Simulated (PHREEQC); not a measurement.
A solution holds 0.063 mol NaHCO3, 0.0041 mol Na2SO4 and 0.12 mol LiCl per kg of water, at 25 °C. Closed to the air; pH follows from the charge balance.

All values are PHREEQC results (ion-association model, wateq4f.dat), not measurements.

This is a speciation only: nothing precipitates in the calculation.

### Question
Order these C species by the share of C that they hold, largest first: NaCO3-, HCO3-, CO3-2, CO2, NaHCO3.

### Answer
HCO3- (95 %), NaHCO3 (2.0 %), CO2 (1.5 %), CO3-2 (1.1 %), NaCO3- (0.44 %)

The pH is 8.01 and the ionic strength 0.193 mol/kgw.
